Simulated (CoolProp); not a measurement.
A closed Brayton cycle with carbon dioxide: compressor inlet 326.15 K and 8.7 MPa, high pressure 28.5 MPa, turbine inlet 965 K, compressor efficiency 0.85, turbine efficiency 0.9, recuperator effectiveness 0.95 (on enthalpy, no pinch check). Each further row changes one setting.

Values from CoolProp's reference Helmholtz-energy equation of state, Span 1996.

```json
[
 {"case": "as stated", "thermal efficiency (%)": "41.2", "net work (kJ/kg)": "120", "compressor to turbine work": "0.34", "compressor exit (K)": "423.6", "turbine exit (K)": "809.4"},
 {"case": "turbine inlet 915 K", "thermal efficiency (%)": "39.4", "net work (kJ/kg)": "110", "compressor to turbine work": "0.36", "compressor exit (K)": "423.6", "turbine exit (K)": "764.7"},
 {"case": "compressor inlet 336.15 K", "thermal efficiency (%)": "39.9", "net work (kJ/kg)": "112", "compressor to turbine work": "0.39", "compressor exit (K)": "442.1", "turbine exit (K)": "809.4"},
 {"case": "high pressure 24.2 MPa", "thermal efficiency (%)": "40.7", "net work (kJ/kg)": "107", "compressor to turbine work": "0.33", "compressor exit (K)": "409.7", "turbine exit (K)": "830.0"},
 {"case": "recuperator effectiveness 0.5", "thermal efficiency (%)": "24.3", "net work (kJ/kg)": "120", "compressor to turbine work": "0.34", "compressor exit (K)": "423.6", "turbine exit (K)": "809.4"}
]
```
